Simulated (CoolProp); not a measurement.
Saturated liquid density (kg/m³) of CHF3 (R23): the reference equation beside estimates from Tc = 299.3 K, pc = 4.832 MPa, ω = 0.263. Rackett uses Z = 0.29056 − 0.08775 ω.

Computed with CoolProp (reference Helmholtz-energy equation of state, Penoncello 2003).

| T (K) | reference | Rackett | Peng-Robinson |
|---|---|---|---|
| 213.5 | 1357 | 1279 | 1310 |
| 216.3 | 1345 | 1268 | 1298 |
| 219.2 | 1332 | 1256 | 1285 |
| 222 | 1320 | 1245 | 1272 |
| 224.9 | 1308 | 1233 | 1258 |
| 227.8 | 1294 | 1220 | 1243 |
| 230.6 | 1282 | 1208 | 1229 |
| 233.5 | 1268 | 1196 | 1214 |
| 236.4 | 1254 | 1182 | 1198 |
| 239.2 | 1240 | 1170 | 1182 |
| 242.1 | 1226 | 1156 | 1165 |
| 244.9 | 1211 | 1143 | 1148 |
| 247.8 | 1196 | 1128 | 1130 |

Absolute difference from the reference over all 13 rows, mean and median: Rackett 5.7 and 5.7 %, Peng-Robinson 4.2 and 4.1 %.
